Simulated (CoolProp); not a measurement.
Properties of tetradecamethylhexasiloxane (MD4M) along the isobar 0.161 MPa.

Values from CoolProp's reference Helmholtz-energy equation of state, Thol 2019.

| T (K) | phase | Z | cp (kJ/(kg K)) | cv (kJ/(kg K)) | isothermal compressibility (1/MPa) |
|---|---|---|---|---|---|
| 347.6 | liquid | 0.03048 | 1.826 | 1.567 | 0.002143 |
| 372.8 | liquid | 0.02928 | 1.881 | 1.626 | 0.002624 |
| 398 | liquid | 0.02829 | 1.933 | 1.683 | 0.003247 |
| 423.2 | liquid | 0.02750 | 1.984 | 1.737 | 0.004074 |
| 448.4 | liquid | 0.02688 | 2.033 | 1.789 | 0.005207 |
| 473.5 | liquid | 0.02643 | 2.082 | 1.840 | 0.006806 |
| 498.7 | liquid | 0.02616 | 2.131 | 1.890 | 0.009194 |
| 523.9 | liquid | 0.02609 | 2.181 | 1.939 | 0.01299 |
| 549.1 | liquid | 0.02628 | 2.236 | 1.987 | 0.01967 |
| 574.3 | gas | 0.8551 | 2.038 | 1.996 | 7.411 |
| 599.5 | gas | 0.8814 | 2.077 | 2.040 | 7.130 |
